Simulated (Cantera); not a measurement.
Feed: 1 mol SiHCl3, 0.075 mol C3H8, 420 mol H2, held at 2.50 mbar.

Method: chemical equilibrium by Gibbs-energy minimisation in Cantera with the NASA 1993 tables (ideal gas, pure condensed phases). Candidate condensed phases: C, C6H6, C7H8, C8H18, Si, SiC; 109 gas species. Mutual solubility and eutectic melting of coexisting phases are not modelled. Gases not in the tables: Si2H6 and higher silanes. The numbers say what is thermodynamically allowed, not how fast it happens.

### Question
What share of the Si ends up in condensed phases as a function of T (°C), at 852, 952, 1052, 1152, 1252, 1352, 1452, 1552, 1652, 1752, 1852, 1952?

### Answer
```json
[
 {"T (°C)": "852", "Si condensed (%)": "95.5", "as": "Si(s) + SiC(s)"},
 {"T (°C)": "952", "Si condensed (%)": "95.0", "as": "Si(s) + SiC(s)"},
 {"T (°C)": "1052", "Si condensed (%)": "94.5", "as": "Si(s) + SiC(s)"},
 {"T (°C)": "1152", "Si condensed (%)": "94.0", "as": "Si(s) + SiC(s)"},
 {"T (°C)": "1252", "Si condensed (%)": "93.0", "as": "Si(s) + SiC(s)"},
 {"T (°C)": "1352", "Si condensed (%)": "89.6", "as": "Si(s) + SiC(s)"},
 {"T (°C)": "1452", "Si condensed (%)": "72.9", "as": "Si(l) + SiC(s)"},
 {"T (°C)": "1552", "Si condensed (%)": "21.7", "as": "SiC(s)"},
 {"T (°C)": "1652", "Si condensed (%)": "19.8", "as": "SiC(s)"},
 {"T (°C)": "1752", "Si condensed (%)": "0.0", "as": "-"},
 {"T (°C)": "1852", "Si condensed (%)": "0.0", "as": "-"},
 {"T (°C)": "1952", "Si condensed (%)": "0.0", "as": "-"}
]
```
